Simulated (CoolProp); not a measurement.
Ammonia at several states: fugacity coefficient from the reference equation and from simpler models built on Tc = 132.4 °C, pc = 11360 kPa, ω = 0.256; each cubic takes its own stable root.

Values from CoolProp's reference Helmholtz-energy equation of state, Gao 2020.

```csv
T (°C),p (kPa),phase,reference,van der Waals,Redlich-Kwong,Peng-Robinson
-50.15,95.7,liquid,0.4162,0.9902,0.9012,0.4131
44.85,3950,liquid,0.3949,0.8157,0.5374,0.4067
410.75,298,gas,0.9988,0.9981,0.9983,0.9987
348.35,693,gas,0.9956,0.9940,0.9945,0.9951
379.35,34.7,gas,0.9998,0.9997,0.9998,0.9998
```

At some of these states van der Waals gives the other phase, because its saturation line lies elsewhere.
